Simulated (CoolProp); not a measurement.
Neopentane at 293.15 K and 0.0606 MPa is throttled through a valve to 0.0236 MPa with no heat exchange. Each further row changes one setting.

Computed with CoolProp (reference Helmholtz-energy equation of state, Lemmon 2006). It is a short technical equation, of lower accuracy than the large ones.

| case | temperature change (K) | final density (kg/m³) |
|---|---|---|
| as stated | ? | ? |
| outlet pressure 0.00708 MPa | ? | ? |
| outlet pressure 0.0307 MPa | ? | ? |

Q: What belongs in the gaps?

A: 
- as stated, temperature change (K): -1.0
- as stated, final density (kg/m³): 0.707
- outlet pressure 0.00708 MPa, temperature change (K): -1.4
- outlet pressure 0.00708 MPa, final density (kg/m³): 0.211
- outlet pressure 0.0307 MPa, temperature change (K): -0.8
- outlet pressure 0.0307 MPa, final density (kg/m³): 0.922
